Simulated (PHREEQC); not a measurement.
PHREEQC input (ion-association model, wateq4f.dat):

```
SOLUTION_MASTER_SPECIES
  An  An-  0  An  62.0  # stands for a non-complexing anion
SOLUTION_SPECIES
  An- = An-
    -log_k 0
    -gamma 3.0 0
  PO4-3 + 3H+ = H3PO4  # constants of phreeqc.dat
    -log_k 21.721
    -delta_h -10.1 kJ
PHASES
  Fix_H+
    H+ = H+
    -log_k 0
SOLUTION 1
  temp 25
  units mmol/kgw
  pH 7 charge
  Se(4) 1.5
  Na 103.004
  P 0.004
  An 100
END
SELECTED_OUTPUT 1
  -reset false
  -pH true
  -pe true
  -ionic_strength true
  -water true
  -totals Na P Se Se(-2) Se(4) Se(6)
  -molalities Hfo_wOH Hfo_wOH2+ Hfo_wO- Hfo_sOH Hfo_sOH2+ Hfo_sO- Hfo_wSeO3- Hfo_wOHSeO3-2 Hfo_wH2PO4 Hfo_wHPO4-
    Hfo_wPO4-2
USER_PUNCH 1
  -headings sigma psi
  10 PUNCH EDL("sigma", "Hfo"), EDL("psi", "Hfo")
PRINT
  -reset false
USE solution 1
SURFACE 1
  Hfo_wOH 0.000898876 600 0.4
  Hfo_sOH 2.24719e-05
EQUILIBRIUM_PHASES 1
  Fix_H+ -4 HAn 10
    -force_equality true
END
# ... the last block is repeated for the other 12 points of pH, with NaOH or the acid as the point needs
```

Selected output (columns that matter, 9 of 13 rows; pH added in front):

```
pH	mu	Na	P	Se	m_Hfo_wOH	m_Hfo_wOH2+	m_Hfo_wO-	m_Hfo_sOH	m_Hfo_sOH2+	m_Hfo_sO-	m_Hfo_wSeO3-	m_Hfo_wOHSeO3-2	sigma	psi
4	0.10319	0.103	2.9583e-08	0.0011132	2.7797e-06	0.00050533	3.5028e-10	1.2293e-07	2.2349e-05	1.5491e-11	0.00038554	1.2444e-06	0.055959	0.060955
5	0.10305	0.103	7.2541e-08	0.0010812	8.7284e-06	0.00046739	3.7342e-09	4.1196e-07	2.206e-05	1.7625e-10	0.00041428	4.5398e-06	0.026065	0.033202
5.5	0.10303	0.103	1.049e-07	0.0010723	1.5406e-05	0.00045182	1.2034e-08	7.4094e-07	2.173e-05	5.7877e-10	0.00041934	8.3901e-06	0.014316	0.019091
6	0.10302	0.103	1.4836e-07	0.0010685	2.6931e-05	0.00043653	3.8063e-08	1.3057e-06	2.1164e-05	1.8454e-09	0.00041644	1.5075e-05	0.0034836	0.0047468
7	0.10305	0.103	4.0742e-07	0.0010829	7.8856e-05	0.00039896	3.5706e-07	3.7058e-06	1.8749e-05	1.678e-08	0.00037376	4.3348e-05	-0.018642	-0.024496
8	0.10341	0.103	1.6518e-06	0.0011544	0.00022181	0.00032567	3.4607e-06	9.0471e-06	1.3284e-05	1.4116e-07	0.00024691	9.8676e-05	-0.04489	-0.051868
8.5	0.10377	0.103	2.5013e-06	0.0012278	0.00035896	0.00025466	1.1591e-05	1.2902e-05	9.1532e-06	4.1662e-07	0.00014895	0.0001232	-0.058525	-0.06276
9	0.10406	0.103	3.1271e-06	0.0013142	0.0005126	0.00016261	3.7017e-05	1.6173e-05	5.1306e-06	1.168e-06	6.5191e-05	0.00012059	-0.071634	-0.07166
10	0.10459	0.10329	3.8091e-06	0.0014536	0.00060183	3.9303e-05	0.00021112	1.5869e-05	1.0363e-06	5.5666e-06	4.6504e-06	4.1786e-05	-0.10651	-0.09021
```

Complexes and solids missing from the database can't appear. The database's selenite sorption wasn't checked against measurements; a fall in acid may be a fault of its surface constants. H3PO4, which wateq4f.dat lacks, is added to it with the constant of phreeqc.dat.
